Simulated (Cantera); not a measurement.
Input: 1 mol AlN, 0.069 mol H2, at 2598 K and 10000 Pa.

Method: chemical equilibrium by Gibbs-energy minimisation in Cantera with the NASA 1993 tables (ideal gas, pure condensed phases). Candidate condensed phases: Al, AlN; 13 gas species. Kinetics and transport are ignored.

Base state: Al 0.627, N2 0.316, H2 0.0312, H 0.0213, AlH 0.00357, Al2 0.00108 (mole fractions); condensed: gas only.

Question: What changes in the equilibrium state with this change: H2 from 0.069 to 0.12 mol?

Answer: 
| species | before | after |
|---|---|---|
| Al | 0.627 | 0.604 |
| N2 | 0.316 | 0.305 |
| H2 | 0.0312 | 0.0566 |
| H | 0.0213 | 0.0286 |
| AlH | 0.00357 | 0.00463 |
| Al2 | 0.00108 | 0.00101 |
